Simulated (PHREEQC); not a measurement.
## Polishing slurry liquid: an equilibrium model

Make-up at 25 °C: 0.043 mol H2SO4, 0.00016 mol KNO3, 0.036 mol KH2PO4 and 0.043 mol NaCl per kg of water. Closed to the air; pH follows from the charge balance.

All values are PHREEQC results (ion-association model, phreeqc.dat), not measurements.

Precipitation was switched off in this run.

What pH, specific conductance, density does the model give?

pH 1.53; specific conductance 19900 µS/cm; density 1.005 g/cm³.

In which forms is K present?

K+ 96 %, KSO4- 3.9 % of the K.

Complexes and solids missing from the database can't appear.
